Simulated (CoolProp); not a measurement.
Values from CoolProp's reference Helmholtz-energy equation of state, Thol 2019.

Problem. Give the vapour pressure (MPa), vapour density (kg/m³), enthalpy of vaporisation (kJ/kg), liquid viscosity (µPa s) of saturated n-pentane at 255.3, 258.3, 290.8 K.

Solution. 
```json
[
 {"T (K)": "255.3", "p (MPa)": "0.0101", "vapour density (kg/m³)": "0.348", "enthalpy of vaporisation (kJ/kg)": "397", "liquid viscosity (µPa s)": "277"},
 {"T (K)": "258.3", "p (MPa)": "0.0119", "vapour density (kg/m³)": "0.403", "enthalpy of vaporisation (kJ/kg)": "395", "liquid viscosity (µPa s)": "269"},
 {"T (K)": "290.8", "p (MPa)": "0.0516", "vapour density (kg/m³)": "1.58", "enthalpy of vaporisation (kJ/kg)": "372", "liquid viscosity (µPa s)": "194"}
]
```

Viscosity comes from a separate model (Quiñones-Cisneros 2006), older than the equation that it now runs on, and unchecked against measurements.
